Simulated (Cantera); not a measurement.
Mixture: 5.31 % CH₄, 1.38 % H₂, 17.4 % O₂, 65.3 % N₂, 10.6 % CO₂, equivalence ratio 0.65, at 0.987 atm, adiabatic and at constant volume. Ignition delay is the time to a rise of 400 K.

Computed with Cantera and GRI-Mech 3.0 (53 species, 325 reactions). Below about 1000 K GRI-Mech 3.0 lacks low-temperature oxidation paths. Below about 950 K walls govern HO2 and H2O2 in real vessels.

Task: Predict: delay at 875 K; delay at 1075 K; delay at 1275 K; delay at 1475 K; delay at 1675 K; apparent activation energy between 1575 and 1775 K.

Result: 
```json
{
 "delay at 875 K": "1.21 s",
 "delay at 1075 K": "18.1 ms",
 "delay at 1275 K": "2.62 ms",
 "delay at 1475 K": "0.502 ms",
 "delay at 1675 K": "0.143 ms",
 "apparent activation energy between 1575 and 1775 K": "130 kJ/mol"
}
```
